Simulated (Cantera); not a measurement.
Mixture: 4.16 % CH4, 2.12 % CO, 18.4 % O2, 69.1 % N2, 6.24 % CO2, equivalence ratio 0.51, at 1.00 bar, adiabatic and at constant pressure. Ignition delay is the time to a rise of 400 K.

Computed with Cantera and GRI-Mech 3.0 (53 species, 325 reactions).

**Question.** Predict: delay at 1300 K; delay at 1450 K; delay at 1600 K; delay at 1750 K; apparent activation energy between 1675 and 1825 K.

**Answer.** 
```json
{
  "delay at 1300 K": "9.00 ms",
  "delay at 1450 K": "1.57 ms",
  "delay at 1600 K": "0.422 ms",
  "delay at 1750 K": "0.155 ms",
  "apparent activation energy between 1675 and 1825 K": "150 kJ/mol"
}
```
